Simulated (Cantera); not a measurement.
Mixture: C3H8 : O2 : N2 : CO2 = 1 : 4.17 : 18.3 : 0.49 (molar parts), at 750 Torr, adiabatic and at constant pressure. Ignition delay is the time to a rise of 400 K.

Model: GRI-Mech 3.0 (53 species, 325 reactions), integrated in Cantera. GRI-Mech 3.0 was tuned for natural gas; its chemistry of propane as a main component is partial and can be far from experiment.

Task: What does this change do: pressure from 750 Torr to 3750 Torr?

Result: 
```tsv
quantity	before	after
delay at 1225 K	4.32 ms	1.91 ms
delay at 1325 K	0.758 ms	0.338 ms
delay at 1425 K	0.196 ms	81.4 µs
delay at 1525 K	71.5 µs	26.6 µs
delay at 1625 K	33.9 µs	11.3 µs
delay at 1725 K	19.4 µs	5.86 µs
delay at 1825 K	12.7 µs	3.55 µs
apparent activation energy between 1625 and 1825 K	120 kJ/mol	140 kJ/mol
```
